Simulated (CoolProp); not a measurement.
The numbers come from the reference Helmholtz-energy equation of state, Lemmon 2006 in CoolProp. It is a short technical equation, of lower accuracy than the large ones.

### Question
For acetone, give the phase and the Z, speed of sound (m/s), Joule-Thomson coefficient (K/MPa), fugacity coefficient at 50.95 °C and 0.591 bar; -79.75 °C and 151 bar.

### Answer
- 50.95 °C and 0.591 bar: gas; Z 0.968, speed of sound 223, Joule-Thomson coefficient 87.8, fugacity coefficient 0.969
- -79.75 °C and 151 bar: liquid; Z 0.603, speed of sound 1750, Joule-Thomson coefficient -0.433, fugacity coefficient 1.96e-6
